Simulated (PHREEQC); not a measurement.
Cooling-tower water: speciation

A made-up water analysis in mg/L, 25 °C, pH 6.23, pe 11: Na 15.2; K 80.3; Ca 161; Mg 42.2; Cl 193; S(6) as SO4 292; Alkalinity as HCO3 147; Pb 4.89; Sr 1.6; F 1.56; Ni 0.74.

Na is adjusted to close the charge balance.
Valence states are taken as typed.

Equilibrium calculation in PHREEQC: ion-association model, wateq4f.dat.

Precipitation was switched off in this run.

Task: Estimate the ionic strength.

Result: ionic strength 0.0194 mol/kgw.

Task: In which forms is Ni present?

Result: Ni+2 49 %, NiCO3 34 %, NiHCO3+ 9.1 %, NiSO4 7.2 % of the Ni.

Examples of supersaturated solids here: Cerrusite. Others may be too. The database's nickel carbonate constants are estimates that later reviews lower a good deal.
